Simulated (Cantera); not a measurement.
**Thermodynamics of calcination and drying, feed K2CO3 + H2O + H2**

Charge: 1 mol K2CO3, 0.2 mol H2O, a varied amount of H2, held at 1600 K and 0.220 bar.

Method: chemical equilibrium by Gibbs-energy minimisation in Cantera with the NASA 1993 tables (ideal gas, pure condensed phases). Candidate condensed phases: C, C6H6, C7H8, C8H18, H2O, K, KOH, KO2, K2CO3, K2O, K2O2; 116 gas species. Rates play no part.

From 0.015 mol H2 to 0.3 mol H2 the condensed part is K2CO3(l). The main K-bearing gas is KOH throughout. The share of K in condensed phases is highest at 0.015 mol H2 (83.8 %) and lowest at 0.3 mol H2 (41.2 %).

| n(H2) (mol) | x KOH | x CO2 | x K | x H2O | x CO | x H2 | x K2(OH)2 | x K2 | n K2CO3(l) |
|---|---|---|---|---|---|---|---|---|---|
| 0.015 | 0.535 | 0.291 | 0.0489 | 0.121 | 0.00249 | 0.000344 | 0.00118 | 4.16e-6 | 0.838 |
| 0.055 | 0.483 | 0.287 | 0.116 | 0.0971 | 0.0138 | 0.00155 | 0.000963 | 2.36e-5 | 0.775 |
| 0.095 | 0.455 | 0.282 | 0.153 | 0.0845 | 0.0228 | 0.00228 | 0.000854 | 4.05e-5 | 0.715 |
| 0.13 | 0.438 | 0.278 | 0.174 | 0.0775 | 0.0287 | 0.00266 | 0.000793 | 5.24e-5 | 0.663 |
| 0.17 | 0.425 | 0.275 | 0.191 | 0.0719 | 0.0339 | 0.00295 | 0.000744 | 6.33e-5 | 0.603 |
| 0.21 | 0.415 | 0.272 | 0.204 | 0.0678 | 0.0378 | 0.00314 | 0.000709 | 7.21e-5 | 0.544 |
| 0.26 | 0.405 | 0.269 | 0.216 | 0.0641 | 0.0416 | 0.00329 | 0.000677 | 8.09e-5 | 0.471 |
| 0.3 | 0.399 | 0.268 | 0.223 | 0.0618 | 0.0440 | 0.00338 | 0.000656 | 8.67e-5 | 0.412 |
x: gas mole fraction; n: condensed amount in mol.
